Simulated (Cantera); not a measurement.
Gas mixture: 43.6 % C2H2, 56.4 % CH3OH, at 0.143 Torr, frozen composition.

Cantera's kinetic-theory transport with the Lennard-Jones parameters of GRI-Mech 3.0, ideal gas; thermal conductivity in the mixture-averaged form. Polar gases are described roughly by these parameters.

D: mixture-averaged diffusion coefficient of that species in the mixture.

```csv
T (K),ρ (kg/m³),cp (J/kg/K),μ (µPa s),λ (mW/m/K),Pr,D (cm²/s) N2,D (cm²/s) NO,D (cm²/s) C2H2
400,0.000168,1730,13.3,31.3,0.736,1450,1420,…
500,0.000134,1952,16.4,43.4,0.738,2170,2130,…
600,0.000112,2152,19.4,56.2,0.742,2990,2940,…
700,9.61e-5,2324,22.2,69.2,0.744,3920,3850,…
800,8.40e-5,2470,24.8,82.2,0.745,4930,4850,…
900,7.47e-5,2598,27.3,95.1,0.746,6040,5930,…
```

Question: Fill in the missing entries.

Answer: 
- 400, D (cm²/s) C2H2: 1090
- 500, D (cm²/s) C2H2: 1670
- 600, D (cm²/s) C2H2: 2350
- 700, D (cm²/s) C2H2: 3120
- 800, D (cm²/s) C2H2: 3970
- 900, D (cm²/s) C2H2: 4900
